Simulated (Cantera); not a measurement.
What does this Cantera script print?

```python
import numpy as np
import cantera as ct

gas_names = [...]  # 87 gases of nasa_gas.yaml made of C, H, Si
cond_names = """
    C(gr) C6H6(L) C7H8(L) C8H18(L),n-octa Si(cr) Si(L) SiC(b)
""".split()


# ... load() reads the species with a 1 bar reference pressure and builds the phases ...
atoms = {
    'SiH4': {'Si': 1, 'H': 4},
    'C2H2': {'C': 2, 'H': 2},
    'H2': {'H': 2},
    'CH4': {'C': 1, 'H': 4},
}
top_T = {'C(gr)': 4500, 'SiC(b)': 3050}  # K; cautious upper limits of use, not melting points


# ... equilibrate(T, P, feed) seeds the gas with the atoms and calls Mixture.equilibrate('TP', solver="vcs", rtol=1e-11, max_steps=5000) ...
results = []
feed = {'SiH4': 1, 'C2H2': 0.43, 'H2': 7.4, 'CH4': 0.041}  # mol
P = 410  # Pa
for T in [998, 1098, 1198, 1298, 1398, 1498, 1598, 1698, 1798, 1898]:
    mix = equilibrate(T, P, feed)
    results.append((T, P, feed, dict(zip(mix.species_names, mix.species_moles))))

top = {s: max(r[3][s] / sum(r[3][g] for g in gas_names) for r in results) for s in gas_names}
cols = sorted((s for s in top if top[s] > 0.0001), key=lambda s: -top[s])[:7]
seen = [c for c in cond_names if any(r[3].get(c, 0) > 1e-12 for r in results)]
print("log10 of partial pressures in bar; condensed amounts in mol")
print(f"{'T/K':>10s}" + "".join(f"{s[:9]:>10s}" for s in cols + seen))
for T, P, feed, n in results:
    ng = sum(n[g] for g in gas_names)
    print(f"{T:10.4g}" + "".join(f"{np.log10(max(n[s] / ng * P / 1e5, 1e-99)):10.3f}" for s in cols)
          + "".join(f"{n.get(c, 0):10.4g}" for c in seen))
```

Output:

```
log10 of partial pressures in bar; condensed amounts in mol
       T/K        H2         H        Si       SiH    Si(cr)     Si(L)    SiC(b)
       998    -2.387    -9.861   -15.798   -15.141     0.099         0     0.901
      1098    -2.387    -8.800   -13.665   -13.373     0.099         0     0.901
      1198    -2.387    -7.915   -11.890   -11.902     0.099         0     0.901
      1298    -2.387    -7.164   -10.391   -10.661     0.099         0     0.901
      1398    -2.387    -6.519    -9.108    -9.600   0.09899         0     0.901
      1498    -2.387    -5.959    -7.998    -8.682   0.09896         0     0.901
      1598    -2.388    -5.468    -7.029    -7.882   0.09869         0     0.901
      1698    -2.388    -5.034    -6.183    -7.184         0   0.09709     0.901
      1798    -2.390    -4.648    -5.511    -6.646         0   0.09048    0.9009
      1898    -2.394    -4.304    -4.911    -6.167         0   0.06565    0.9005
```

Equilibrium computed with Cantera from the NASA thermochemical tables; the gas is ideal and each condensed phase is pure. Mutual solubility and eutectic melting of coexisting phases are not modelled. Gases not in the tables: Si2H6 and higher silanes.
